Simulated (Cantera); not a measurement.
Charge: 1 mol MgCO₃, 0.083 mol H₂O, held at 875 K and 3.75 Torr.

Equilibrium computed with Cantera from the NASA thermochemical tables; the gas is ideal and each condensed phase is pure. Candidate condensed phases: C, C₆H₆, C₇H₈, C₈H₁₈, H₂O, Mg, MgCO₃, MgO, Mg(OH)₂; 116 gas species. Equilibrium is a limit: real reactors are often held back by kinetics, nucleation or transport.

Task: What is the equilibrium state?

Result: 
- x(CO₂): 0.923
- x(H₂O): 0.0766
- n(MgO(s)): 1.00 mol
- gas amount: 1.083 mol
- log10 activity of MgCO₃(s) (absent): -4.31
- log10 activity of C(graphite) (absent): -16.04
- log10 activity of Mg(s) (absent): -25.31
